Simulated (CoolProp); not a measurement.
Properties of CH3F (R41) along the isobar 13.5 MPa (Tc = 44.1 °C, pc = 5.906 MPa, ω = 0.200).

Computed with CoolProp (reference Helmholtz-energy equation of state, Lemmon 2006). It is a short technical equation, of lower accuracy than the large ones.

| T (°C) | phase | Joule-Thomson coefficient (K/MPa) | expansivity (1/kK) |
|---|---|---|---|
| -44.05 | liquid | -0.2449 | 2.531 |
| -19.55 | liquid | -0.1437 | [?] |
| 4.95 | liquid | 0.02369 | 3.735 |
| 29.45 | liquid | [?] | 5.028 |
| 53.95 | supercritical | 0.9342 | [?] |
| 78.35 | supercritical | 2.322 | 13.63 |
| 102.85 | supercritical | 3.980 | 14.05 |
| 127.35 | supercritical | 4.410 | 9.294 |
| 151.85 | supercritical | 4.215 | 6.598 |

Q: Fill in the missing entries.

A: 
- -19.55, expansivity (1/kK): 2.999
- 29.45, Joule-Thomson coefficient (K/MPa): 0.3217
- 53.95, expansivity (1/kK): 7.753
